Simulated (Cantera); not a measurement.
A freely propagating, adiabatic, planar premixed flame of H₂ : O₂ : N₂ : H₂O = 1 : 1 : 3.76 : 1 (molar parts), unburnt at 675 K and 1.40 bar; mixture-averaged transport, grid criteria slope 0.08 and curve 0.16, no radiation.

Computed with Cantera and the H2/O2 subset of GRI-Mech 3.0, which has no nitrogen chemistry. Burning velocities carry a grid error of a few per cent, more on coarse grids. Lean hydrogen flames are cellular in practice and burn faster than this planar one.

Question: How do the results move with these cheaper or finer settings: unity-Lewis-number transport; multicomponent transport; multicomponent+Soret transport; grid criteria slope 0.5, curve 1; grid criteria slope 0.25, curve 0.5; grid criteria slope 0.03, curve 0.06?

Answer: 
```json
[
 {"setting": "as above", "laminar burning velocity": "175 cm/s", "thermal thickness": "0.308 mm", "peak x(HO₂)": "0.000414", "peak x(OH)": "0.00509", "grid points": "108"},
 {"setting": "unity-Lewis-number transport", "laminar burning velocity": "242 cm/s", "thermal thickness": "0.208 mm", "peak x(HO₂)": "0.000355", "peak x(OH)": "0.00702", "grid points": "101"},
 {"setting": "multicomponent transport", "laminar burning velocity": "180 cm/s", "thermal thickness": "0.306 mm", "peak x(HO₂)": "0.000416", "peak x(OH)": "0.00517", "grid points": "108"},
 {"setting": "multicomponent+Soret transport", "laminar burning velocity": "166 cm/s", "thermal thickness": "0.312 mm", "peak x(HO₂)": "0.000402", "peak x(OH)": "0.00497", "grid points": "108"},
 {"setting": "grid criteria slope 0.5, curve 1", "laminar burning velocity": "249 cm/s", "thermal thickness": "0.351 mm", "peak x(HO₂)": "0.000373", "peak x(OH)": "0.00542", "grid points": "35"},
 {"setting": "grid criteria slope 0.25, curve 0.5", "laminar burning velocity": "186 cm/s", "thermal thickness": "0.323 mm", "peak x(HO₂)": "0.000407", "peak x(OH)": "0.00493", "grid points": "45"},
 {"setting": "grid criteria slope 0.03, curve 0.06", "laminar burning velocity": "175 cm/s", "thermal thickness": "0.303 mm", "peak x(HO₂)": "0.000418", "peak x(OH)": "0.00521", "grid points": "220"}
]
```
Unity Lewis numbers drop preferential diffusion, which matters most where H2 and H carry the flame; Soret adds thermal diffusion.
